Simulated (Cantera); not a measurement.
A jet of 2.49 % CH4, 15.6 % O2, 82.0 % N2, equivalence ratio 0.32 at 300 K and 0.340 bar hits a platinum plate 3.6 cm away at a mass flux of 0.044 kg/m²/s; the plate temperature is set and raised in steps from an oxygen-covered start.

Model: Deutschmann's 1995 Pt surface mechanism with GRI-Mech 3.0 gas chemistry, integrated in Cantera. Catalytic surfaces can have several steady states; this one follows from the mechanism file's or the stated starting coverage.

One state of this run: wall x CH4 = 0.00194; wall x O2 = 0.107; wall x H2O = 0.0420; wall x OH = 1.78e-6; wall x CO = 5.65e-6; wall x CO2 = 0.0273; θ free Pt = 0.432; θ O* = 0.566; θ OH* = 0.00168. x: mole fraction at the wall; θ: surface coverage.

**Question.** Which value of plate T (K) does it belong to?
A. 1050
B. 1150
C. 1200
D. 1000

**Answer.** B, 1150
